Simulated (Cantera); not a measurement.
What does this Cantera script print?

```python
import numpy as np
import cantera as ct

gas_names = """
    N N2 Si SiN Si2 Si2N Si3
""".split()
cond_names = """
    Si(cr) Si(L) Si3N4(a)
""".split()


def load(file, names, dense=False):
    # The tables refer to 1 bar. Condensed volumes are neglected.
    table = {s.name: s for s in ct.Species.list_from_file(file)}
    out = []
    for n in names:
        d = dict(table[n].input_data)
        d["thermo"] = dict(d["thermo"], **{"reference-pressure": 1e5})
        if dense:
            d["equation-of-state"] = {"model": "constant-volume", "density": "1e6 g/cm^3"}
        out.append(ct.Species.from_dict(d))
    return out


gas = ct.Solution(thermo="ideal-gas", species=load("nasa_gas.yaml", gas_names))
cond = {s.name: ct.Solution(thermo="fixed-stoichiometry", species=[s], name=s.name)
        for s in load("nasa_condensed.yaml", cond_names, dense=True)}
atoms = {
    'Si3N4': {'Si': 3, 'N': 4},
    'Si': {'Si': 1},
    'N2': {'N': 2},
}
top_T = {'Si3N4(a)': 2400}  # K; cautious upper limits of use, not melting points


def equilibrate(T, P, feed):
    n = {}
    for name, mol in feed.items():
        for a, k in atoms[name].items():
            n[a] = n.get(a, 0.0) + k * mol
    gas.TPX = T, P, n
    mass = sum(n.values()) * gas.mean_molecular_weight
    gas.equilibrate("TP")
    valid = [c for c in cond.values() if c.min_temp <= T <= top_T.get(c.name, c.max_temp)]
    mix = ct.Mixture([(gas, mass / gas.mean_molecular_weight)] + [(c, 0.0) for c in valid])
    mix.T, mix.P = T, P
    mix.equilibrate("TP", solver="vcs", rtol=1e-11, max_steps=5000)
    return mix


results = []
feed = {'Si3N4': 1, 'Si': 0.2, 'N2': 0.17}  # mol
T = 2375  # K
P = 1000  # Pa
mix = equilibrate(T, P, feed)
results.append((T, P, feed, dict(zip(mix.species_names, mix.species_moles))))
x = sorted(zip(gas.X, gas.species_names), reverse=True)
print(f"T = {T:g} K  P = {P:g} Pa  gas = {mix.phase_moles(0):.4g} mol")
print("   x: " + "  ".join(f"{s} {v:.3e}" for v, s in x if v > 1e-05))
print("   condensed (mol): " + ("  ".join(f"{mix.phase(i).name} {mix.phase_moles(i):.4g}"
      for i in range(1, mix.n_phases) if mix.phase_moles(i) > 1e-12) or "none"))
```

Result:

```
T = 2375 K  P = 1000 Pa  gas = 2.659 mol
   x: N2 8.143e-01  Si 1.773e-01  Si2 3.891e-03  SiN 1.966e-03  Si2N 1.901e-03  Si3 7.060e-04
   condensed (mol): Si(L) 2.687
```

These are equilibrium values from Cantera (NASA tables, ideal gas, pure condensed phases), not measurements of a reactor. The tables' values for SiN are old estimates; treat these amounts as uncertain.
